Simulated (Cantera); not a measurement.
A perfectly stirred reactor is fed with N2O : H2 : N2 = 1 : 0.019 : 6.5 (molar parts), at 0.0109 atm; it is held at 1200 K, and followed from long to short residence time.

Cantera simulation using GRI-Mech 3.0 (53 species, 325 reactions); the numbers are that mechanism's predictions, not measurements. GRI-Mech 3.0 was tuned for natural gas; its chemistry of N2O as a main component is partial and can be far from experiment. Radical loss at walls, strong at low pressure, is not modelled. The mechanism lacks the step 2 NO + O2 → 2 NO2, which can matter for NO2 below about 1400 K. The temperature is held fixed by assumption; the heat of reaction is taken as removed at once.

```json
[
 {"quantity": "x(N2O) at τ = 19.0 s", "before": "0.115", "after": "0.0438"},
 {"quantity": "x(H2) at τ = 19.0 s", "before": "6.43e-5", "after": "5.62e-6"},
 {"quantity": "x(O) at τ = 19.0 s", "before": "1.75e-6", "after": "1.49e-6"},
 {"quantity": "x(HO2) at τ = 19.0 s", "before": "8.20e-8", "after": "7.92e-9"},
 {"quantity": "x(O2) at τ = 19.0 s", "before": "0.00673", "after": "0.0369"},
 {"quantity": "x(N2O) at τ = 0.130 s", "before": "0.132", "after": "0.129"},
 {"quantity": "x(H2) at τ = 0.130 s", "before": "0.00185", "after": "0.000382"},
 {"quantity": "x(O) at τ = 0.130 s", "before": "1.26e-6", "after": "1.67e-6"},
 {"quantity": "x(HO2) at τ = 0.130 s", "before": "6.70e-7", "after": "5.53e-7"},
 {"quantity": "x(O2) at τ = 0.130 s", "before": "4.11e-5", "after": "0.000785"}
]
```

Question: Which change was made?
A) N2O 1 to 4.4 parts
B) N2O 1 to 0.25 parts
C) pressure from 0.0109 atm to 0.168 atm
D) N2 6.5 to 9.3 parts

Answer: C, pressure from 0.0109 atm to 0.168 atm
